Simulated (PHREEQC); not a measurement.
**Acid mine or pickling water**

Model water analysis in mg/kgw, 25 °C, pH 2.61, pe 9.5:

```json
[
 {"constituent": "Na", "mg/kgw": "19.9"},
 {"constituent": "K", "mg/kgw": "12.6"},
 {"constituent": "Ca", "mg/kgw": "180"},
 {"constituent": "Mg", "mg/kgw": "21.9"},
 {"constituent": "Cl", "mg/kgw": "133"},
 {"constituent": "S(6) as SO4", "mg/kgw": "622"},
 {"constituent": "Sr", "mg/kgw": "0.49"}
]
```

Valence states are taken as typed.

The numbers come from PHREEQC with the ion-association model, wateq4f.dat.

Precipitation was switched off in this run.

Task: What ionic strength, charge-balance error does the model give?

Result: ionic strength 0.0214 mol/kgw; charge-balance error -4.8 %.

Task: In which forms is Na present?

Result: Na+ 99 %, NaSO4- 1.3 % of the Na.
